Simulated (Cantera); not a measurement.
Cantera run, input and output.

```python
import numpy as np
import cantera as ct

gas = ct.Solution("gri30.yaml")
gas.TPX = 800, 1100000, {'CO': 1, 'H2': 0.16, 'O2': 1.14, 'N2': 3.75}
inlet = ct.Reservoir(gas, clone=True)
gas.equilibrate("HP")  # start burning
reactor = ct.IdealGasConstPressureReactor(gas, energy="on", clone=False)
exhaust = ct.Reservoir(gas, clone=True)
tau = [0.32, 0.12, 0.042, 0.015, 0.0054, 0.0019, 0.0007, 0.00025, 9.1e-05, 3.3e-05][0]
for a, b in ((inlet, reactor), (reactor, exhaust)):
    ct.MassFlowController(a, b, mdot=lambda t: reactor.mass / tau)
net = ct.ReactorNet([reactor])
show = ['CO', 'H2', 'O2', 'OH', 'N2O', 'H2O2']

rows = []
print(f"{'tau/s':>10s}{'T/K':>9s}" + "".join(f"{s:>11s}" for s in show))
for tau in [0.32, 0.12, 0.042, 0.015, 0.0054, 0.0019, 0.0007, 0.00025, 9.1e-05, 3.3e-05]:
    net.initial_time = 0.0
    net.advance(30 * tau)
    before = gas.X
    net.advance(40 * tau)
    drift = np.max(np.abs(gas.X - before) / (gas.X + 1e-9))
    rows.append([gas.T, *gas[show].X, drift])
    print(f"{tau:10.3e}{gas.T:9.1f}" + "".join(f"{x:11.3e}" for x in gas[show].X))
```

Result:

```
     tau/s      T/K         CO         H2         O2         OH        N2O       H2O2
 3.200e-01   2258.2  1.580e-03  4.513e-05  9.833e-02  1.525e-03  1.567e-06  1.175e-07
 1.200e-01   2260.2  1.633e-03  4.624e-05  9.891e-02  1.547e-03  1.580e-06  1.188e-07
 4.200e-02   2263.4  1.770e-03  4.906e-05  9.997e-02  1.595e-03  1.625e-06  1.214e-07
 1.500e-02   2265.4  2.088e-03  5.543e-05  1.012e-01  1.683e-03  1.750e-06  1.255e-07
 5.400e-03   2262.2  2.828e-03  7.024e-05  1.021e-01  1.849e-03  2.055e-06  1.332e-07
 1.900e-03   2249.0  4.549e-03  1.052e-04  1.030e-01  2.178e-03  2.733e-06  1.526e-07
 7.000e-04   2221.2  7.877e-03  1.733e-04  1.043e-01  2.676e-03  3.753e-06  1.959e-07
 2.500e-04   2168.7  1.413e-02  2.981e-04  1.066e-01  3.294e-03  4.670e-06  2.834e-07
 9.100e-05   2080.8  2.469e-02  4.913e-04  1.106e-01  3.771e-03  4.822e-06  4.420e-07
 3.300e-05   1926.9  4.418e-02  7.801e-04  1.187e-01  3.626e-03  4.283e-06  7.930e-07
```

Model: GRI-Mech 3.0 (53 species, 325 reactions), integrated in Cantera. The hydrogen kinetics of GRI-Mech 3.0 are dated; newer H2 mechanisms differ, most at raised pressure.
